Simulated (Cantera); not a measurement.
An isothermal, constant-pressure homogeneous reactor starts with 37.0 % CH4, 63.0 % N2, at 1525 K and 1.00 bar.

Model: GRI-Mech 3.0 (53 species, 325 reactions), integrated in Cantera. GRI-Mech 3.0 stops at C3 and has no aromatics, soot or wall deposition, so with more carbon than oxygen in the feed, carbon stays in small species such as C2H2 where larger ones or solid carbon would form.

x: mole fraction; the columns are a selection and need not sum to one.

```
t (s)      x CH4   x C2H2    x C2H6     x C2H     x HCN    x CH2      x H
--------  ------  -------  --------  --------  --------  -------  -------
0.000500   0.370  8.30e-8   6.41e-5    <1e-12    <1e-12  1.88e-9  5.12e-8
0.00139    0.369  1.96e-6  0.000260    <1e-12    <1e-12  3.35e-9  7.55e-8
0.00387    0.367  4.14e-5  0.000714  7.16e-12  1.00e-12  6.53e-9  1.69e-7
0.0108     0.359        ?         ?  9.76e-11  7.33e-12        ?        ?
0.0300     0.334  0.00734  0.000900  6.85e-10  5.03e-11  8.32e-9  1.49e-6
0.0834     0.285   0.0269  0.000476   2.07e-9  2.24e-10  5.57e-9  3.17e-6
0.232      0.208   0.0556  0.000204   3.92e-9  7.35e-10  3.57e-9  5.63e-6
0.646      0.119   0.0866   6.73e-5   6.27e-9   2.00e-9  2.20e-9  8.96e-6
1.80      0.0577    0.107   2.61e-5   8.89e-9   5.12e-9  1.43e-9  1.28e-5
5.00      0.0452    0.111   2.16e-5   9.79e-9         ?  1.26e-9  1.41e-5
13.9      0.0450    0.111   2.16e-5   9.80e-9   3.76e-8  1.26e-9  1.41e-5
38.7      0.0450    0.111   2.16e-5   9.80e-9   1.04e-7  1.26e-9  1.41e-5
108       0.0450    0.111   2.16e-5   9.80e-9   2.91e-7  1.26e-9  1.41e-5
300       0.0450    0.111   2.16e-5   9.80e-9   8.19e-7  1.26e-9  1.41e-5
```

Q: Fill in the missing entries.

A: 
- 0.0108, x C2H2: 0.000785
- 0.0108, x C2H6: 0.00118
- 0.0108, x CH2: 9.91e-9
- 0.0108, x H: 5.37e-7
- 5.00, x HCN: 1.37e-8
